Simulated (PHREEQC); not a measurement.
Reverse-osmosis permeate (model solution)

Model water analysis in mg/L, 55 °C, pH 5.96, pe 12.6:

```tsv
constituent	mg/L
Na	13.4
K	2.77
Ca	1.32
Mg	1.43
Cl	12
S(6) as SO4	0.991
Alkalinity as HCO3	30.3
Si as SiO2	0.142
```

Valence states are taken as typed.

Equilibrium calculation in PHREEQC: ion-association model, phreeqc.dat.

Each row changes one thing in this solution. Precipitation was switched off in this run.

| case | CO2 (mol/kgw) | HCO3- (mol/kgw) | MgHCO3+ (mol/kgw) | CaHCO3+ (mol/kgw) | MgSO4 (mol/kgw) | NaHCO3 (mol/kgw) | SI of Quartz (SiO2) |
|---|---|---|---|---|---|---|---|
| as made | 0.00102 | 0.000497 | 3.63e-7 | 2.32e-7 | 2.07e-7 | 1.30e-7 | -2.05 |
| pH from 5.96 to 5.66 at the same alkalinity | 0.00203 | [?] | 3.64e-7 | 2.33e-7 | 2.06e-7 | 1.30e-7 | -2.05 |
| temperature from 55 to 45 °C at the same typed pH | 0.00102 | 0.000497 | 3.34e-7 | 2.20e-7 | 1.68e-7 | 1.36e-7 | [?] |
| all concentrations times 2 at the same typed pH | 0.00200 | 0.000991 | 1.36e-6 | 8.69e-7 | 7.16e-7 | 5.03e-7 | -1.75 |
| K from 2.77 to 8.31 mg/L | 0.00101 | 0.000497 | 3.62e-7 | 2.31e-7 | 2.04e-7 | 1.29e-7 | -2.05 |

Q: What belongs in the gaps?

A: 
- pH from 5.96 to 5.66 at the same alkalinity, HCO3- (mol/kgw): 0.000498
- temperature from 55 to 45 °C at the same typed pH, SI of Quartz (SiO2): -1.92

Species that the database lacks are ignored. Away from 25 °C the constants follow the database's enthalpies or fits; those with neither stay at their 25 °C values.
